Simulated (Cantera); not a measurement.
SiC + Si + N2 (sublimation and decomposition of ceramics)

Input: 1 mol SiC, 0.15 mol Si, 0.4 mol N2, at 0.00280 bar.

Method: chemical equilibrium by Gibbs-energy minimisation in Cantera with the NASA 1993 tables (ideal gas, pure condensed phases). Candidate condensed phases: C, Si, SiC, Si3N4; 32 gas species. Ions and electrons are included (thermal ionisation). The tables' values for SiN are old estimates; treat these amounts as uncertain. Rates play no part.

```
T (K)   x Si    x N2      x C    x SiC2       x N      x C3    x Si2C     x CN      x C2      x e-     x Si+  n C(graphite)  n SiC(s)
-----  -----  ------  -------  --------  --------  --------  --------  -------  --------  --------  --------  -------------  --------
2500   0.406   0.424  5.94e-5     0.105   3.60e-6  0.000178    0.0581  0.00127   1.64e-5   7.12e-7   1.00e-6          0.192     0.553
2750   0.476   0.256  0.00135     0.236   2.30e-5   0.00603    0.0153  0.00649  0.000583   4.97e-6   6.62e-6          0.205         0
3000   0.473   0.229   0.0131     0.210  0.000126    0.0425   0.00274   0.0214   0.00596   2.39e-5   2.97e-5              0         0
3250   0.519   0.195   0.0608    0.0954  0.000515    0.0679  0.000528   0.0383    0.0194   9.78e-5  0.000110              0         0
3500   0.512   0.163    0.172    0.0257   0.00169    0.0448   8.12e-5   0.0472    0.0309  0.000310  0.000325              0         0
3750   0.476   0.145    0.295   0.00373   0.00483    0.0104   9.88e-6   0.0401    0.0222  0.000814  0.000826              0         0
4000   0.456   0.140    0.350  0.000387    0.0125   0.00117   1.21e-6   0.0266   0.00914   0.00190   0.00191              0         0
4250   0.444   0.133    0.366   4.31e-5    0.0289  0.000125   1.74e-7   0.0166   0.00338   0.00405   0.00405              0         0
4500   0.429   0.118    0.367   5.64e-6    0.0584   1.53e-5   2.96e-8   0.0101   0.00130   0.00791   0.00791              0         0
4750   0.409  0.0927    0.361   8.62e-7     0.103   2.18e-6   5.72e-9  0.00598  0.000529    0.0143    0.0143              0         0
5000   0.382  0.0617    0.349   1.51e-7     0.156   3.61e-7   1.22e-9  0.00333  0.000227    0.0242    0.0242              0         0
```
x: gas mole fraction; n: condensed amount in mol.

At 2500 K the condensed part is C(graphite) + SiC(s). At 2750 K the condensed part is C(graphite). From 3000 K to 5000 K nothing is condensed. The main Si-bearing gas is Si throughout.
